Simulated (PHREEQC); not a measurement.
1 kg of water holding 3.7 mol K2CO3 and 1.5 mol NaCl meets 20 L of dry gas (CO2 1 by moles) at fixed total pressure, at 10 atm; fugacities by Peng-Robinson. The gases take part in no redox reaction, some water evaporates into the gas, and hydrates or a liquid gas phase aren't modelled. Precipitation was switched off in this run.

All values are PHREEQC results (Pitzer model, pitzer.dat), not measurements.

Question: Predict pH at T (°C) = 10, 20, 30, 40.

Answer: 
```
T (°C)    pH
------  ----
10      6.83
20      6.94
30      7.05
40      7.18
```

Along this series the solution becomes supersaturated in solids that the run did not let form, among them Kalicinite, Nahcolite. In brines, pH and single-ion activities rest on the MacInnes convention. Away from 25 °C the constants follow the database's enthalpies or fits; those with neither stay at their 25 °C values.
